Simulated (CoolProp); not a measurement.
Properties of isobutene along the isotherm 550 K (Tc = 418.1 K, pc = 4.016 MPa, ω = 0.193).

Values from CoolProp's reference Helmholtz-energy equation of state, Lemmon 2005. It is a short technical equation, of lower accuracy than the large ones.

| p (MPa) | phase | cp (kJ/(kg K)) | speed of sound (m/s) | expansivity (1/kK) |
|---|---|---|---|---|
| 0.376 | gas | 2.500 | 291.2 | 1.904 |
| 0.753 | gas | 2.514 | 287.9 | 1.996 |
| 1.13 | gas | 2.529 | 284.7 | 2.093 |
| 1.51 | gas | 2.546 | (withheld) | 2.198 |
| 1.88 | gas | 2.563 | (withheld) | 2.305 |
| 2.26 | gas | 2.582 | 275.2 | 2.422 |
| 2.64 | gas | 2.602 | 272.1 | 2.545 |
| 3.01 | gas | 2.623 | 269.2 | 2.672 |
| 3.39 | gas | 2.645 | 266.2 | 2.809 |
| 3.76 | gas | 2.669 | 263.4 | 2.948 |
| 4.14 | supercritical | 2.694 | 260.7 | 3.098 |
| 4.52 | supercritical | 2.720 | 258.1 | 3.254 |
| 4.89 | supercritical | 2.748 | 255.7 | 3.410 |
| 5.27 | supercritical | 2.777 | 253.5 | 3.575 |
| 5.65 | supercritical | 2.807 | 251.4 | 3.744 |
| 6.02 | supercritical | (withheld) | 249.6 | 3.910 |

Q: Fill in the missing entries.

A: 
- 1.51, speed of sound (m/s): 281.5
- 1.88, speed of sound (m/s): 278.4
- 6.02, cp (kJ/(kg K)): 2.838
